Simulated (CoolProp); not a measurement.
Vapour-liquid equilibrium of R22 (1) + R123 (2) at 0.267 MPa; x and y are mole fractions of (1).

Model: multi-fluid Helmholtz-energy mixture model, Kamei 1995 and Younglove 1994; pair parameters Bell 2016, in CoolProp.

```csv
x,bubble temperature (K),y at the bubble point,dew temperature at overall composition x (K),liquid density (mol/L)
0.05,321.2,0.271,329.2,9.328
0.15,305.0,0.606,325.7,9.959
0.25,292.7,0.776,___,10.56
0.35,283.4,___,318.0,11.15
0.45,276.3,0.914,313.5,11.74
0.55,270.8,0.944,308.3,12.34
0.65,266.4,0.964,___,12.97
0.75,262.7,0.978,294.9,13.63
0.85,___,___,285.1,14.33
0.95,256.7,0.996,269.6,15.09
```

Q: Some entries are withheld; supply them.

A: 
- 0.25, dew temperature at overall composition x (K): 322.0
- 0.35, y at the bubble point: 0.864
- 0.65, dew temperature at overall composition x (K): 302.3
- 0.85, bubble temperature (K): 259.6
- 0.85, y at the bubble point: 0.988

No azeotrope shows between x = 0.05 and 0.95.

The pair parameters rest on a limited set of measurements; away from them the model extrapolates.
